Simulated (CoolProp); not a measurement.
Vapour pressure (MPa) of c-C4F8 (RC318): the reference equation beside estimates from Tc = 388.4 K, pc = 2.778 MPa, ω = 0.355. Clausius-Clapeyron is anchored at 302.5 K with a constant enthalpy of vaporisation of 20.45 kJ/mol.

Computed with CoolProp (reference Helmholtz-energy equation of state, Platzer 1990). This equation is an older, rougher fit; its heat capacities, sound speeds and derivatives of the liquid may be far off and weren't checked against measurements.

```tsv
T (K)	reference	Lee-Kesler	Clausius-Clapeyron	van der Waals	Redlich-Kwong	Soave-Redlich-Kwong	Peng-Robinson
302.5	0.3583	0.3588	0.3583	0.9398	0.5630	0.3598	0.3557
310	0.4489	…	0.4362	1.054	0.6723	0.4515	0.4459
317.5	0.5558	0.5561	0.5262	1.176	0.7953	…	0.5525
325	0.6807	0.6807	0.6292	1.307	…	0.6868	0.6776
332.5	0.8255	0.8250	0.7463	1.447	1.086	0.8342	0.8230
339.9	0.9897	0.9888	…	1.593	1.252	…	0.9885
347.4	1.180	…	1.025	1.751	1.438	1.195	1.181
354.9	1.396	1.395	1.190	…	1.641	1.415	1.400
```

**Question.** Complete the blanks.

**Answer.** 
- 310, Lee-Kesler: 0.4494
- 317.5, Soave-Redlich-Kwong: 0.5599
- 325, Redlich-Kwong: 0.9329
- 339.9, Clausius-Clapeyron: 0.8767
- 339.9, Soave-Redlich-Kwong: 1.001
- 347.4, Lee-Kesler: 1.179
- 354.9, van der Waals: 1.917

Absolute difference from the reference over all 8 rows, mean and median: Lee-Kesler 0.1 and 0.1 %, Clausius-Clapeyron 8.1 and 8.6 %, van der Waals 90.3 and 83.6 %, Redlich-Kwong 35.6 and 34.3 %, Soave-Redlich-Kwong 0.9 and 1.0 %, Peng-Robinson 0.4 and 0.4 %.
